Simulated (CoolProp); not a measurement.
Values from CoolProp's reference Helmholtz-energy equation of state, Colonna 2008. It is a short technical equation, of lower accuracy than the large ones.

Problem. For dodecamethylcyclohexasiloxane (D6), give the phase and the speed of sound (m/s) at 620 K and 0.0372 MPa; 620 K and 0.0706 MPa.

Solution. 
- 620 K and 0.0372 MPa: gas; speed of sound 106
- 620 K and 0.0706 MPa: gas; speed of sound 104
